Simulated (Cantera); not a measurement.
Input (Python, Cantera):

```python
import numpy as np
import cantera as ct

gas = ct.Solution("gri30.yaml")
gas.TPX = 1525, 46000, {'CH4': 1, 'CO2': 1.1}
reactor = ct.IdealGasConstPressureReactor(gas, energy="off", clone=False)
net = ct.ReactorNet([reactor])
net.rtol, net.atol = 1e-08, 1e-18
show = ['CH4', 'CO2', 'O', 'CH3', 'CO', 'HCO', 'H2O']
times = np.geomspace(0.0003, 1, 14)

steps = ct.SolutionArray(gas, extra=["t"])
rows = []
print(f"{'t/s':>10s}{'T/K':>9s}{'P/Pa':>11s}" + "".join(f"{s:>11s}" for s in show))
for t in times:
    while net.time < t:
        t_next = net.step()
        steps.append(gas.state, t=t_next)
    rows.append([np.interp(t, steps.t, y) for y in (steps.T, steps.P, *steps(*show).X.T)])
    print(f"{t:10.3e}{rows[-1][0]:9.1f}{rows[-1][1]:11.4g}" + "".join(f"{x:11.3e}" for x in rows[-1][2:]))
rate = np.gradient(steps.T, steps.t)
print("integrator steps:", len(steps.t))
if steps.T.max() > steps.T[0] + 200:
    print(f"time of steepest temperature rise: {steps.t[rate.argmax()]:.4e} s")
gas.TPX = 1525, 46000, {'CH4': 1, 'CO2': 1.1}
gas.equilibrate("TP")
print(f"equilibrium (TP): T = {gas.T:.1f} K  " + "  ".join(f"{s} {gas[s].X[0]:.3e}" for s in show))
```

Result:

```
       t/s      T/K       P/Pa        CH4        CO2          O        CH3         CO        HCO        H2O
 3.000e-04   1525.0    4.6e+04  4.760e-01  5.238e-01  5.298e-14  1.179e-04  1.011e-06  3.232e-12  9.529e-07
 5.599e-04   1525.0    4.6e+04  4.759e-01  5.238e-01  5.656e-14  1.716e-04  2.255e-06  2.103e-11  1.979e-06
 1.045e-03   1525.0    4.6e+04  4.756e-01  5.237e-01  6.125e-14  2.160e-04  5.365e-06  8.796e-11  4.331e-06
 1.950e-03   1525.0    4.6e+04  4.749e-01  5.237e-01  7.000e-14  2.659e-04  1.349e-05  2.840e-10  1.000e-05
 3.640e-03   1525.0    4.6e+04  4.735e-01  5.234e-01  9.189e-14  3.326e-04  3.765e-05  7.758e-10  2.570e-05
 6.793e-03   1525.0    4.6e+04  4.702e-01  5.228e-01  1.502e-13  4.077e-04  1.181e-04  1.617e-09  7.736e-05
 1.268e-02   1525.0    4.6e+04  4.624e-01  5.208e-01  2.902e-13  4.604e-04  3.937e-04  2.359e-09  2.708e-04
 2.366e-02   1525.0    4.6e+04  4.465e-01  5.153e-01  5.242e-13  4.531e-04  1.294e-03  2.486e-09  9.919e-04
 4.416e-02   1525.0    4.6e+04  4.192e-01  5.033e-01  7.911e-13  4.007e-04  3.973e-03  2.147e-09  3.366e-03
 8.242e-02   1525.0    4.6e+04  3.786e-01  4.811e-01  1.080e-12  3.405e-04  1.124e-02  1.775e-09  1.016e-02
 1.538e-01   1525.0    4.6e+04  3.235e-01  4.433e-01  1.444e-12  2.828e-04  2.899e-02  1.490e-09  2.712e-02
 2.871e-01   1525.0    4.6e+04  2.540e-01  3.809e-01  1.974e-12  2.275e-04  6.675e-02  1.370e-09  6.330e-02
 5.358e-01   1525.0    4.6e+04  1.748e-01  2.882e-01  2.745e-12  1.730e-04  1.323e-01  1.548e-09  1.248e-01
 1.000e+00   1525.0    4.6e+04  1.004e-01  1.852e-01  3.689e-12  1.184e-04  2.129e-01  2.107e-09  1.926e-01
integrator steps: 1248
equilibrium (TP): T = 1525.0 K  CH4 2.047e-06  CO2 6.959e-03  O 1.215e-12  CH3 2.122e-09  CO 5.052e-01  HCO 8.178e-09  H2O 1.743e-02
```

Detailed kinetics in Cantera: GRI-Mech 3.0 (53 species, 325 reactions).
